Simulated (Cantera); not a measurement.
Charge: 1 mol Si, 2.3 mol HF, 26 mol N2, held at 1225 K and 1.30 mbar.

Method: chemical equilibrium by Gibbs-energy minimisation in Cantera with the NASA 1993 tables (ideal gas, pure condensed phases). Candidate condensed phases: Si, Si3N4; 37 gas species. N2 is the only nitrogen source here; it is nearly inert below about 1500 K, so the nitride shown seldom forms there in practice. The tables' values for SiF3, SiF2 are old estimates; treat these amounts as uncertain. Equilibrium is a limit: real reactors are often held back by kinetics, nucleation or transport.

Base state: N2 0.937, H2 0.0415, SiF4 0.0203, HF 0.000778, SiF3 0.000524, SiHF3 4.69e-5, SiF2 1.39e-5 (mole fractions); condensed: Si3N4(s).

### Question
What changes in the equilibrium state with this change: HF from 2.3 to 6.2 mol?

### Answer
| species | before | after |
|---|---|---|
| N2 | 0.937 | 0.833 |
| HF | 0.000778 | 0.0705 |
| H2 | 0.0415 | 0.0641 |
| SiF4 | 0.0203 | 0.0320 |
| SiF2 | 1.39e-5 | 4.12e-9 |
| SiF3 | 0.000524 | 1.13e-5 |
| SiHF3 | 4.69e-5 | 1.26e-6 |
| Si3N4(s), mol | 0.142 | 0 |
The tables' values for SiF3 are old estimates; treat these amounts as uncertain.
